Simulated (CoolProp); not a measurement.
Vapour-liquid equilibrium of R143a (1) + R1234yf (2) at -68.15 °C; x and y are mole fractions of (1).

Computed with CoolProp (multi-fluid Helmholtz-energy mixture model, Lemmon and Jacobsen 2000 and Lemmon 2022; pair parameters Bell 2016).

```csv
x,"bubble pressure, mixture model (MPa)","bubble pressure, Raoult's law (MPa)","y, mixture model","y, Raoult's law"
0.05,0.01387,0.01363,0.136,0.123
0.2,0.01744,0.01676,0.416,0.399
0.35,0.02070,0.01988,0.594,0.588
0.5,0.02376,0.02301,0.722,0.726
0.65,0.02671,0.02613,0.822,0.831
0.8,0.02959,0.02926,0.905,0.914
0.95,0.03246,0.03238,0.978,0.981
```

The largest gap from Raoult's law is +4.1 % in bubble pressure, at x = 0.35. No azeotrope shows between x = 0.05 and 0.95.

The pair parameters rest on a limited set of measurements; away from them the model extrapolates.
